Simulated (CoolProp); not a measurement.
Vapour pressure (MPa) of ethylbenzene: the reference equation beside estimates from Tc = 617.1 K, pc = 3.622 MPa, ω = 0.304. Clausius-Clapeyron is anchored at 396.9 K with a constant enthalpy of vaporisation of 36.40 kJ/mol.

Computed with CoolProp (reference Helmholtz-energy equation of state, Zhou 2012).

```
T (K)  reference  Lee-Kesler  Clausius-Clapeyron  van der Waals  Redlich-Kwong  Soave-Redlich-Kwong  Peng-Robinson
-----  ---------  ----------  ------------------  -------------  -------------  -------------------  -------------
310.7   0.002535    0.002404            0.003362         0.1055       0.008999             0.002473       0.002679
339.4   0.009676    0.009297             0.01107         0.1868        0.02794             0.009474       0.009944
368.2    0.02897     0.02827             0.03035         0.3046        0.06991              0.02854        0.02930
396.9    0.07171     0.07097             0.07171         0.4646         0.1484              0.07118        0.07190
425.7     0.1543      0.1543              0.1512         0.6736         0.2796               0.1543         0.1541
454.4     0.2961      0.2984              0.2895         0.9354         0.4786               0.2983         0.2959
483.2     0.5217      0.5276              0.5142          1.256         0.7631               0.5292         0.5228
512       0.8575      0.8680              0.8559          1.640          1.148               0.8748         0.8630
540.7      1.332       1.347               1.347          2.088          1.645                1.364          1.346
569.5      1.985       2.005               2.029          2.606          2.272                2.032          2.012
```

Absolute difference from the reference over all 10 rows, mean and median: Lee-Kesler 1.8 and 1.1 %, Clausius-Clapeyron 6.1 and 2.1 %, van der Waals 826.4 and 276.2 %, Redlich-Kwong 95.3 and 71.4 %, Soave-Redlich-Kwong 1.6 and 1.8 %, Peng-Robinson 1.3 and 0.8 %.
